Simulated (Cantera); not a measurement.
Feed: 1 mol Si2H6, a varied amount of N2O, 92 mol N2, at 1600 K and 24.0 Pa.

Equilibrium computed with Cantera from the NASA thermochemical tables; the gas is ideal and each condensed phase is pure. Candidate condensed phases: H2O, Si, SiO2, Si2N2O, Si3N4; 35 gas species. The feed counts by its element totals alone. The tables hold silica as quartz up to 1696 K and as liquid above; real silica turns to tridymite and cristobalite and melts near 1996 K. Equilibrium is a limit: real reactors are often held back by kinetics, nucleation or transport.

### Question
Which condensed phases are stable at each of these points (n(N2O) (mol)): 0.17, 0.29, 0.49, 0.82, 1.4, 2.3, 4, 6.7, 11, 19?

### Answer
```
n(N2O) (mol)  condensed phases  Si condensed (%)
------------  ----------------  ----------------
0.17                     Si(s)              89.4
0.29                     Si(s)              83.4
0.49                     Si(s)              73.4
0.82                     Si(s)              56.9
1.4                      Si(s)              27.9
2.3             SiO2(β-quartz)              14.1
4               SiO2(β-quartz)              91.4
6.7             SiO2(β-quartz)              99.9
11              SiO2(β-quartz)             100.0
19              SiO2(β-quartz)             100.0
```

From 0.17 mol N2O to 1.4 mol N2O the condensed part is Si(s). From 2.3 mol N2O to 19 mol N2O the condensed part is SiO2(β-quartz).
